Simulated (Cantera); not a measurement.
A perfectly stirred reactor is fed with H2 : O2 : N2 = 1 : 0.98 : 3.69 (molar parts), at 1.00 bar; it is adiabatic with a 500 K inlet, and is followed from long to short residence time, starting on the burning branch (τ in s: 0.035, 0.015, 0.0062, 0.0026, 0.0011, 0.00046, 0.00019, 8.1e-05, 3.4e-05).

Cantera simulation using GRI-Mech 3.0 (53 species, 325 reactions); the numbers are that mechanism's predictions, not measurements.

What does this change do: H2 1 to 1.5 parts?


```tsv
quantity	before	after
blow-out, bracketed by the residence times tried	burning at 34.0 µs, the shortest tried	burning at 34.0 µs, the shortest tried
x(H2) at τ = 35.0 ms	0.000378	0.00278
x(O2) at τ = 35.0 ms	0.0922	0.0407
x(HO2) at τ = 35.0 ms	2.99e-6	3.57e-6
x(OH) at τ = 35.0 ms	0.00240	0.00758
x(NO) at τ = 35.0 ms	2.05e-5	0.00130
x(H2) at τ = 1.10 ms	0.00341	0.0116
x(O2) at τ = 1.10 ms	0.0913	0.0432
x(HO2) at τ = 1.10 ms	1.94e-5	8.53e-6
x(OH) at τ = 1.10 ms	0.00640	0.0137
x(NO) at τ = 1.10 ms	1.18e-5	0.000110
```
